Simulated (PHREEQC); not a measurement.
Synthetic water in mmol/kgw, 25 °C, pH 6.87, pe 9.4:

| constituent | mmol/kgw |
|---|---|
| Na | 0.04 |
| K | 0.00203 |
| Ca | 0.0384 |
| Mg | 0.0412 |
| Cl | 0.0584 |
| S(6) | 0.0365 |
| Alkalinity (meq/kgw) | 0.0683 |
| Br | 8.77e-05 |
| Cd | 0.00463 |
| F | 7.81e-05 |
| Ni | 0.00087 |

Na is adjusted to close the charge balance.
Valence states are taken as typed.

All values are PHREEQC results (ion-association model, wateq4f.dat), not measurements.

This is a speciation only: nothing precipitates in the calculation.

Problem. Order these C species by the share of C that they hold, largest first: HCO3-, NiCO3, CO2.

Solution. HCO3- (77 %), CO2 (23 %), NiCO3 (0.13 %)

Problem. Order these Ni species by the share of Ni that they hold, largest first: Ni+2, NiHCO3+, NiSO4, NiCO3.

Solution. Ni+2 (85 %), NiCO3 (13 %), NiHCO3+ (0.74 %), NiSO4 (0.51 %)

The pH is 6.87 and the ionic strength 0.000319 mol/kgw. The database's nickel carbonate constants are estimates that later reviews lower a good deal.
